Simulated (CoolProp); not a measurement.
Vapour-liquid equilibrium of R143a (1) + propane (2) at -33.45 °C; x and y are mole fractions of (1).

The numbers come from the multi-fluid Helmholtz-energy mixture model, Lemmon and Jacobsen 2000 and Lemmon 2009; pair parameters Bell 2016 in CoolProp.

| x | bubble pressure, mixture model (MPa) | bubble pressure, Raoult's law (MPa) | y, mixture model | y, Raoult's law |
|---|---|---|---|---|
| 0.05 | [?] | 0.1482 | [?] | 0.063 |
| 0.2 | 0.2185 | 0.1543 | 0.415 | 0.242 |
| 0.35 | 0.2333 | 0.1604 | [?] | 0.407 |
| 0.5 | [?] | 0.1664 | 0.546 | 0.561 |
| 0.65 | 0.2380 | 0.1725 | 0.602 | 0.703 |
| 0.8 | 0.2293 | 0.1786 | 0.693 | 0.836 |
| 0.95 | 0.2026 | 0.1847 | 0.884 | 0.960 |

Question: What belongs in the gaps?

Answer: 
- 0.05, bubble pressure, mixture model (MPa): 0.1749
- 0.05, y, mixture model: 0.194
- 0.35, y, mixture model: 0.495
- 0.5, bubble pressure, mixture model (MPa): 0.2383

The largest gap from Raoult's law is +45.4 % in bubble pressure, at x = 0.35. y crosses x between x = 0.5 and 0.65: the model has an azeotrope there.

The pair parameters rest on a limited set of measurements; away from them the model extrapolates.
